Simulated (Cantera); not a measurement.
Silicon etching in halogen gases: Si + HBr + H2

Input: 1 mol Si, 1 mol HBr, a varied amount of H2, equilibrated at 1075 K and 10.0 mbar.

Cantera equilibrium calculation (NASA polynomials, part measured and part estimated; ideal gas, pure solids and liquids). Candidate condensed phases: Br2, Si; 19 gas species. The tables' values for SiBr3 are old estimates; treat these amounts as uncertain. Rates play no part.

From 0.1 mol H2 to 14 mol H2 the condensed part is Si(s). The main Si-bearing gas is SiBr4 at 0.1 mol H2 and SiBr2 at 14 mol H2. The share of Si in condensed phases is highest at 14 mol H2 (90.4 %) and lowest at 0.1 mol H2 (76.0 %).

| n(H2) (mol) | x H2 | x SiBr4 | x HBr | x SiBr2 | x SiHBr3 | x SiBr3 | n Si(s) |
|---|---|---|---|---|---|---|---|
| 0.1 | 0.612 | 0.225 | 0.118 | 0.0294 | 0.00854 | 0.00679 | 0.760 |
| 0.15 | 0.628 | 0.211 | 0.118 | 0.0284 | 0.00824 | 0.00646 | 0.761 |
| 0.23 | 0.651 | 0.191 | 0.117 | 0.0271 | 0.00779 | 0.00600 | 0.762 |
| 0.35 | 0.680 | 0.167 | 0.115 | 0.0253 | 0.00719 | 0.00542 | 0.765 |
| 0.52 | 0.712 | 0.141 | 0.113 | 0.0232 | 0.00647 | 0.00477 | 0.768 |
| 0.78 | 0.748 | 0.112 | 0.110 | 0.0207 | 0.00560 | 0.00402 | 0.773 |
| 1.2 | 0.787 | 0.0829 | 0.104 | 0.0178 | 0.00458 | 0.00321 | 0.781 |
| 1.8 | 0.823 | 0.0584 | 0.0977 | 0.0150 | 0.00360 | 0.00247 | 0.790 |
| 2.7 | 0.855 | 0.0385 | 0.0897 | 0.0121 | 0.00268 | 0.00180 | 0.804 |
| 4 | 0.882 | 0.0239 | 0.0809 | 0.00957 | 0.00191 | 0.00126 | 0.821 |
| 6 | 0.906 | 0.0134 | 0.0709 | 0.00716 | 0.00125 | 0.000816 | 0.844 |
| 9.1 | 0.927 | 0.00652 | 0.0599 | 0.00500 | 0.000738 | 0.000476 | 0.872 |
| 14 | 0.945 | 0.00262 | 0.0482 | 0.00317 | 0.000376 | 0.000240 | 0.904 |
x: gas mole fraction; n: condensed amount in mol.
